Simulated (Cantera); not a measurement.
Input (Python, Cantera):

```python
import numpy as np
import cantera as ct

gas = ct.Solution("h2o2.yaml")
gas.TPX = 948, 36000, {'H2': 1.6, 'O2': 1, 'N2': 18}
reactor = ct.IdealGasConstPressureReactor(gas, energy="off", clone=False)
net = ct.ReactorNet([reactor])
net.rtol, net.atol = 1e-08, 1e-18
show = ['H2', 'O2', 'HO2', 'OH', 'H2O2', 'H2O']
times = np.geomspace(2e-05, 2, 10)

steps = ct.SolutionArray(gas, extra=["t"])
rows = []
print(f"{'t/s':>10s}{'T/K':>9s}{'P/Pa':>11s}" + "".join(f"{s:>11s}" for s in show))
for t in times:
    while net.time < t:
        t_next = net.step()
        steps.append(gas.state, t=t_next)
    rows.append([np.interp(t, steps.t, y) for y in (steps.T, steps.P, *steps(*show).X.T)])
    print(f"{t:10.3e}{rows[-1][0]:9.1f}{rows[-1][1]:11.4g}" + "".join(f"{x:11.3e}" for x in rows[-1][2:]))
rate = np.gradient(steps.T, steps.t)
print("integrator steps:", len(steps.t))
if steps.T.max() > steps.T[0] + 200:
    print(f"time of steepest temperature rise: {steps.t[rate.argmax()]:.4e} s")
gas.TPX = 948, 36000, {'H2': 1.6, 'O2': 1, 'N2': 18}
gas.equilibrate("TP")
print(f"equilibrium (TP): T = {gas.T:.1f} K  " + "  ".join(f"{s} {gas[s].X[0]:.3e}" for s in show))
```

Result:

```
       t/s      T/K       P/Pa         H2         O2        HO2         OH       H2O2        H2O
 2.000e-05    948.0    3.6e+04  7.767e-02  4.854e-02  4.636e-12  9.035e-14  5.014e-16  2.907e-13
 7.188e-05    948.0    3.6e+04  7.767e-02  4.854e-02  1.899e-11  5.032e-13  7.070e-15  5.972e-12
 2.583e-04    948.0    3.6e+04  7.767e-02  4.854e-02  1.212e-10  4.089e-12  1.324e-13  1.457e-10
 9.283e-04    948.0    3.6e+04  7.767e-02  4.854e-02  1.104e-08  4.486e-10  1.814e-11  2.560e-08
 3.336e-03    948.0    3.6e+04  1.922e-02  2.061e-02  8.816e-06  3.922e-04  5.864e-07  5.735e-02
 1.199e-02    948.0    3.6e+04  9.651e-04  1.057e-02  3.969e-06  2.065e-05  3.909e-07  7.978e-02
 4.309e-02    948.0    3.6e+04  3.228e-04  1.026e-02  2.693e-06  3.808e-06  4.874e-07  8.047e-02
 1.549e-01    948.0    3.6e+04  1.537e-04  1.018e-02  1.772e-06  7.639e-07  6.021e-07  8.065e-02
 5.565e-01    948.0    3.6e+04  6.955e-05  1.013e-02  1.026e-06  3.161e-07  2.693e-07  8.073e-02
 2.000e+00    948.0    3.6e+04  2.235e-05  1.011e-02  4.075e-07  1.172e-07  4.577e-08  8.078e-02
integrator steps: 1594
equilibrium (TP): T = 948.0 K  H2 2.300e-11  O2 1.010e-02  HO2 2.770e-11  OH 2.146e-08  H2O2 6.803e-12  H2O 8.081e-02
```

Cantera simulation using the H2/O2 subset of GRI-Mech 3.0, which has no nitrogen chemistry; the numbers are that mechanism's predictions, not measurements. Below about 950 K walls govern HO2 and H2O2 in real vessels. The temperature is held fixed by assumption; the heat of reaction is taken as removed at once.
